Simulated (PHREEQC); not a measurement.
## Copper plating or etch bath (model solution)

Make-up at 70 °C: 170 mmol/kgw CuCl2 and 2.4 mmol/kgw FeCl3. Closed to the air; pH follows from the charge balance.

Equilibrium calculation in PHREEQC: ion-association model, wateq4f.dat.

Each row changes one thing in this solution. This is a speciation only: nothing precipitates in the calculation.

```csv
case,pH,ionic strength (mol/kgw),Cl- (mol/kgw)
as made,2.79,0.325,0.246
0.018 mol/kgw Na2SO4 added,2.98,0.353,0.251
CuCl2 left out,2.58,0.00925,0.00716
FeCl3 left out,3.77,0.317,0.240
temperature from 70 to 45 °C,2.90,0.399,0.284
CuCl2 replaced by CaCl2 at the same molality,2.83,0.519,0.346
temperature from 70 to 40 °C,2.92,0.414,0.292
diluted 100-fold with water,4.32,0.00502,0.00340
temperature from 70 to 60 °C,2.83,0.354,0.261
```

Some of these states are supersaturated (in Hematite (slow to form), Goethite (slow to form), Jarosite-Na, for instance). Away from 25 °C the constants follow the database's enthalpies or fits; those with neither stay at their 25 °C values.
